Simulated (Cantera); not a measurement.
Input: 1 mol trisilylamine, 22 mol N2, 0.013 mol HCl, equilibrated at 1.40 mbar.

Equilibrium computed with Cantera from the NASA thermochemical tables; the gas is ideal and each condensed phase is pure. Candidate condensed phases: NH4Cl, Si, Si3N4; 28 gas species. The feed counts by its element totals alone. The tables' values for SiN are old estimates; treat these amounts as uncertain. Equilibrium is a limit: real reactors are often held back by kinetics, nucleation or transport.

At 1700 K, list the 4 most abundant gas species with their mole fractions, and the condensed phases.

N2 0.832, H2 0.166, H 0.00160, Si 0.000485. Condensed: Si(l).
